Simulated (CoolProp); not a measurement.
Vapour-liquid equilibrium of dimethyl ether (1) + ethanol (2) at 309.9 K; x and y are mole fractions of (1).

Computed with CoolProp (multi-fluid Helmholtz-energy mixture model, Wu 2011 and Schroeder 2014; pair parameters Bell 2016).

| x | bubble pressure, mixture model (bar) | bubble pressure, Raoult's law (bar) | y, mixture model | y, Raoult's law |
|---|---|---|---|---|
| 0.05 | 0.7968 | 0.5518 | 0.815 | 0.740 |
| 0.15 | 1.972 | 1.354 | 0.929 | 0.905 |
| 0.25 | 2.991 | 2.156 | 0.956 | 0.947 |
| 0.35 | 3.860 | 2.957 | 0.968 | 0.967 |
| 0.45 | 4.601 | 3.759 | 0.976 | 0.978 |
| 0.55 | 5.243 | 4.561 | 0.981 | 0.985 |
| 0.65 | 5.826 | 5.363 | 0.985 | 0.990 |
| 0.75 | 6.397 | 6.165 | 0.988 | 0.994 |
| 0.85 | 7.012 | 6.967 | 0.992 | 0.997 |
| 0.95 | 7.739 | 7.769 | 0.997 | 0.999 |

The largest gap from Raoult's law is +45.6 % in bubble pressure, at x = 0.15. No azeotrope shows between x = 0.05 and 0.95.

Pair parameters are fitted to limited data, so mixtures are less certain than the pure fluids.
